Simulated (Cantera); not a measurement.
# Silicon nitride deposition: trisilylamine + NH3

Charge: 1 mol trisilylamine, 17 mol NH3, equilibrated at 700 °C and 1000 Pa.

These are equilibrium values from Cantera (NASA tables, ideal gas, pure condensed phases), not measurements of a reactor. Candidate condensed phases: Si, Si3N4; 18 gas species. The feed counts by its element totals alone. The numbers say what is thermodynamically allowed, not how fast it happens.

```yaml
x(H2): 0.811
x(N2): 0.189
x(NH3): 2.22e-6
n(Si3N4(s)): 1.00 mol
gas_amount: 37.00 mol
log10 activity of Si(s) (absent): -5.74
```
